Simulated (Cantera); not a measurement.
Cantera run, input and output.

```python
import numpy as np
import cantera as ct

gas = ct.Solution("gri30.yaml")
gas.TPX = 1875, 4800, {'C2H6': 0.44, 'N2': 1.3}
reactor = ct.IdealGasConstPressureReactor(gas, energy="off", clone=False)
net = ct.ReactorNet([reactor])
net.rtol, net.atol = 1e-08, 1e-18
show = ['C2H6', 'C2H', 'H2', 'C2H4', 'HCN']
times = np.geomspace(4e-05, 40, 9)

steps = ct.SolutionArray(gas, extra=["t"])
rows = []
print(f"{'t/s':>10s}{'T/K':>9s}{'P/Pa':>11s}" + "".join(f"{s:>11s}" for s in show))
for t in times:
    while net.time < t:
        t_next = net.step()
        steps.append(gas.state, t=t_next)
    rows.append([np.interp(t, steps.t, y) for y in (steps.T, steps.P, *steps(*show).X.T)])
    print(f"{t:10.3e}{rows[-1][0]:9.1f}{rows[-1][1]:11.4g}" + "".join(f"{x:11.3e}" for x in rows[-1][2:]))
rate = np.gradient(steps.T, steps.t)
print("integrator steps:", len(steps.t))
if steps.T.max() > steps.T[0] + 200:
    print(f"time of steepest temperature rise: {steps.t[rate.argmax()]:.4e} s")
gas.TPX = 1875, 4800, {'C2H6': 0.44, 'N2': 1.3}
gas.equilibrate("TP")
print(f"equilibrium (TP): T = {gas.T:.1f} K  " + "  ".join(f"{s} {gas[s].X[0]:.3e}" for s in show))
```

It prints:

```
       t/s      T/K       P/Pa       C2H6        C2H         H2       C2H4        HCN
 4.000e-05   1875.0       4800  7.882e-02  2.374e-06  6.244e-02  5.862e-02  1.664e-06
 2.249e-04   1875.0       4800  5.712e-04  1.557e-05  2.094e-01  3.897e-02  7.529e-06
 1.265e-03   1875.0       4800  4.841e-05  6.463e-06  2.618e-01  4.632e-03  8.669e-06
 7.113e-03   1875.0       4800  1.427e-05  5.470e-06  2.894e-01  7.039e-04  9.686e-06
 4.000e-02   1875.0       4800  1.658e-06  7.287e-06  3.219e-01  1.057e-04  1.383e-05
 2.249e-01   1875.0       4800  3.199e-08  1.003e-05  3.332e-01  3.919e-05  2.619e-05
 1.265e+00   1875.0       4800  1.030e-09  1.035e-05  3.344e-01  3.802e-05  4.223e-05
 7.113e+00   1875.0       4800  5.206e-10  1.036e-05  3.345e-01  3.801e-05  7.431e-05
 4.000e+01   1875.0       4800  5.206e-10  1.035e-05  3.345e-01  3.799e-05  2.421e-04
integrator steps: 1556
equilibrium (TP): T = 1875.0 K  C2H6 3.259e-10  C2H 6.231e-06  H2 3.346e-01  C2H4 2.286e-05  HCN 1.338e-01
```

Cantera simulation using GRI-Mech 3.0 (53 species, 325 reactions); the numbers are that mechanism's predictions, not measurements. GRI-Mech 3.0 stops at C3 and has no aromatics, soot or wall deposition, so with more carbon than oxygen in the feed, carbon stays in small species such as C2H2 where larger ones or solid carbon would form. Radical loss at walls, strong at low pressure, is not modelled.
